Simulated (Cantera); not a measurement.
Feed: 1 mol SiHCl₃, a varied amount of NH₃, 2.6 mol N₂, equilibrated at 1302 °C and 4.60 mbar.

Equilibrium computed with Cantera from the NASA thermochemical tables; the gas is ideal and each condensed phase is pure. Candidate condensed phases: NH₄Cl, Si, Si₃N₄; 28 gas species. The numbers say what is thermodynamically allowed, not how fast it happens.

**Question.** What share of the Si ends up in condensed phases as a function of n(NH₃) (mol), at 0.42, 0.72, 1.2, 2.1, 3.6, 6.3, 11, 18, 32?

**Answer.** 
| n(NH₃) (mol) | Si condensed (%) | as |
|---|---|---|
| 0.42 | 1.8 | Si₃N₄(s) |
| 0.72 | 9.8 | Si₃N₄(s) |
| 1.2 | 19.1 | Si₃N₄(s) |
| 2.1 | 30.9 | Si₃N₄(s) |
| 3.6 | 43.0 | Si₃N₄(s) |
| 6.3 | 55.6 | Si₃N₄(s) |
| 11 | 67.3 | Si₃N₄(s) |
| 18 | 76.3 | Si₃N₄(s) |
| 32 | 84.6 | Si₃N₄(s) |
